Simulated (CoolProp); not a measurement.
Nitrogen along the isobar 3.87 MPa: density (kg/m³) from the reference equation and from simpler models built on Tc = -147.0 °C, pc = 3.396 MPa, ω = 0.037; each cubic takes its own stable root.

The numbers come from the reference Helmholtz-energy equation of state, Span 2000 in CoolProp.

```
T (°C)           phase  reference
-------  -------------  ---------
-196.95         liquid      820.3
-184.75         liquid      765.8
-172.55         liquid      703.7
-160.35         liquid      625.9
-148.15         liquid      493.3
-136.05  supercritical      155.1
-123.85  supercritical      117.5
-111.65  supercritical      99.10
-99.45   supercritical      87.15
-87.25   supercritical      78.42
```

How far does each simpler model (van der Waals, Redlich-Kwong, Soave-Redlich-Kwong) lie from the reference over these 10 states: mean and median of the absolute difference, and the worst?


- van der Waals: mean 16.0 %, median 15.2 %, worst -30.4 % at -196.95 °C and 3.87 MPa
- Redlich-Kwong: mean 2.4 %, median 0.7 %, worst -12.3 % at -148.15 °C and 3.87 MPa
- Soave-Redlich-Kwong: mean 2.1 %, median 0.4 %, worst -12.1 % at -148.15 °C and 3.87 MPa
